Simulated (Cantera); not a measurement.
An isothermal, constant-pressure homogeneous reactor starts with NO : N2 = 1 : 0.21 (molar parts), at 1775 K and 27000 Pa. Integrator tolerance rtol = 1e-08.

Cantera simulation using GRI-Mech 3.0 (53 species, 325 reactions); the numbers are that mechanism's predictions, not measurements.

Q: What does this change do: 0.076 parts H2O added?

A: 
```csv
quantity,before,after
x(NO) at 3.00 s,0.647 (gas-phase equilibrium 0.00461),0.614 (gas-phase equilibrium 0.00434)
x(N2) at 3.00 s,0.263 (gas-phase equilibrium 0.584),0.245 (gas-phase equilibrium 0.550)
x(NO2) at 3.00 s,0.000584 (gas-phase equilibrium 8.85e-6),0.000524 (gas-phase equilibrium 8.07e-6)
x(O) at 3.00 s,5.91e-5 (gas-phase equilibrium 0.000119),5.50e-5 (gas-phase equilibrium 0.000115)
x(O2) at 3.00 s,0.0892 (gas-phase equilibrium 0.411),0.0811 (gas-phase equilibrium 0.386)
x(N2O) at 3.00 s,0.000156 (gas-phase equilibrium 1.19e-7),0.000104 (gas-phase equilibrium 1.09e-7)
```

Q: What does this change do: NO 1 to 8.5 parts?

A: 
```json
[
 {"quantity": "x(NO) at 3.00 s", "before": "0.647 (gas-phase equilibrium 0.00461)", "after": "0.736 (gas-phase equilibrium 0.00468)"},
 {"quantity": "x(N2) at 3.00 s", "before": "0.263 (gas-phase equilibrium 0.584)", "after": "0.144 (gas-phase equilibrium 0.510)"},
 {"quantity": "x(NO2) at 3.00 s", "before": "0.000584 (gas-phase equilibrium 8.85e-6)", "after": "0.000765 (gas-phase equilibrium 9.77e-6)"},
 {"quantity": "x(O) at 3.00 s", "before": "5.91e-5 (gas-phase equilibrium 0.000119)", "after": "6.79e-5 (gas-phase equilibrium 0.000129)"},
 {"quantity": "x(O2) at 3.00 s", "before": "0.0892 (gas-phase equilibrium 0.411)", "after": "0.119 (gas-phase equilibrium 0.485)"},
 {"quantity": "x(N2O) at 3.00 s", "before": "0.000156 (gas-phase equilibrium 1.19e-7)", "after": "0.000199 (gas-phase equilibrium 1.13e-7)"}
]
```
